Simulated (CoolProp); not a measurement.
Values from CoolProp's reference Helmholtz-energy equation of state, Lemmon 2005. It is a short technical equation, of lower accuracy than the large ones.

Task: Give the vapour pressure (bar), liquid density (kg/m³), vapour density (kg/m³), enthalpy of vaporisation (kJ/kg) of saturated isobutene at 4.75, 55.15 °C.

Result: 
| T (°C) | p (bar) | liquid density (kg/m³) | vapour density (kg/m³) | enthalpy of vaporisation (kJ/kg) |
|---|---|---|---|---|
| 4.75 | 1.57 | 613 | 4.04 | 380 |
| 55.15 | 6.94 | 548 | 16.9 | 322 |
